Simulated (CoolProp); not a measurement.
Vapour pressure (MPa) of R245ca: the reference equation beside estimates from Tc = 447.6 K, pc = 3.941 MPa, ω = 0.355. Clausius-Clapeyron is anchored at 295.7 K with a constant enthalpy of vaporisation of 27.57 kJ/mol.

Computed with CoolProp (reference Helmholtz-energy equation of state, Zhou 2016).

| T (K) | reference | Lee-Kesler | Clausius-Clapeyron | Soave-Redlich-Kwong |
|---|---|---|---|---|
| 275.5 | 0.03816 | 0.03788 | (withheld) | 0.03812 |
| 278.4 | 0.04366 | 0.04335 | 0.04540 | (withheld) |
| 281.3 | 0.04978 | 0.04945 | 0.05133 | 0.04968 |
| 284.2 | 0.05658 | (withheld) | 0.05789 | 0.05643 |
| 287 | 0.06382 | (withheld) | 0.06487 | 0.06364 |
| 289.9 | 0.07208 | 0.07170 | 0.07282 | 0.07187 |
| 292.8 | 0.08117 | 0.08079 | 0.08156 | 0.08093 |
| 295.7 | 0.09114 | 0.09078 | 0.09114 | 0.09088 |
| 298.6 | 0.1021 | 0.1017 | 0.1016 | 0.1018 |
| 301.5 | 0.1140 | 0.1137 | 0.1131 | 0.1137 |
| 304.4 | 0.1270 | 0.1267 | 0.1256 | 0.1267 |
| 307.3 | 0.1411 | 0.1409 | 0.1392 | 0.1408 |
| 310.2 | 0.1564 | 0.1563 | 0.1540 | 0.1562 |
| 313.1 | 0.1730 | 0.1730 | 0.1700 | 0.1729 |

### Question
Complete the blanks.

### Answer

- 275.5, Clausius-Clapeyron: 0.04005
- 278.4, Soave-Redlich-Kwong: 0.04359
- 284.2, Lee-Kesler: 0.05622
- 287, Lee-Kesler: 0.06344

Absolute difference from the reference over all 14 rows, mean and median: Lee-Kesler 0.4 and 0.4 %, Clausius-Clapeyron 1.8 and 1.4 %, Soave-Redlich-Kwong 0.2 and 0.2 %.
